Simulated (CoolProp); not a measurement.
Vapour pressure (MPa) of n-perfluorohexane: the reference equation beside estimates from Tc = 448.0 K, pc = 1.742 MPa, ω = 0.497. Clausius-Clapeyron is anchored at 204.4 K with a constant enthalpy of vaporisation of 39.40 kJ/mol.

Model: reference Helmholtz-energy equation of state, Gao 2022, in CoolProp.

```
T (K)  reference  Lee-Kesler  Clausius-Clapeyron  van der Waals  Redlich-Kwong  Soave-Redlich-Kwong  Peng-Robinson
-----  ---------  ----------  ------------------  -------------  -------------  -------------------  -------------
204.4   3.699e-5    4.027e-5            3.699e-5        0.02534       0.001005             4.088e-5       4.965e-5
218.1  0.0001553   0.0001627           0.0001587        0.04030       0.002695            0.0001651      0.0001920
231.7  0.0005255   0.0005373           0.0005680        0.06063       0.006209            0.0005439      0.0006108
245.3   0.001504    0.001515            0.001765        0.08736        0.01274             0.001530       0.001670
258.9   0.003752    0.003750            0.004870         0.1214        0.02378             0.003774       0.004025
272.5   0.008345    0.008314             0.01214         0.1636        0.04111             0.008343       0.008734
286.2    0.01695     0.01688             0.02791         0.2153        0.06692              0.01690        0.01743
299.8    0.03160     0.03152             0.05915         0.2764         0.1029              0.03151        0.03210
313.4    0.05505     0.05503              0.1174         0.3480         0.1515              0.05501        0.05550
327      0.09056     0.09073              0.2203         0.4307         0.2147              0.09078        0.09092
340.6     0.1419      0.1424              0.3929         0.5252         0.2947               0.1428         0.1422
354.3     0.2139      0.2149              0.6728         0.6329         0.3944               0.2163         0.2145
367.9     0.3102      0.3120               1.103         0.7527         0.5144               0.3151         0.3118
381.5     0.4365      0.4392               1.746         0.8858         0.6572               0.4452         0.4400
395.1     0.5985      0.6027               2.677          1.033         0.8246               0.6126         0.6054
```

Absolute difference from the reference over all 15 rows, mean and median: Lee-Kesler 1.4 and 0.5 %, Clausius-Clapeyron 120.4 and 87.2 %, van der Waals 8002.3 and 774.7 %, Redlich-Kwong 545.8 and 225.6 %, Soave-Redlich-Kwong 2.1 and 1.1 %, Peng-Robinson 7.0 and 1.6 %.
